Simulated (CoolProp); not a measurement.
cis-2-butene at 293.15 K and 0.0568 MPa is throttled through a valve to 0.00133 MPa with no heat exchange. Each further row changes one setting.

Values from CoolProp's reference Helmholtz-energy equation of state, Lemmon 2005. It is a short technical equation, of lower accuracy than the large ones.

```
case                          final density (kg/m³)
----------------------------  ---------------------
as stated                                         ?
outlet pressure 0.000399 MPa                      ?
outlet pressure 0.00173 MPa                       ?
```

Complete the blanks.


- as stated, final density (kg/m³): 0.0308
- outlet pressure 0.000399 MPa, final density (kg/m³): 0.00925
- outlet pressure 0.00173 MPa, final density (kg/m³): 0.0401
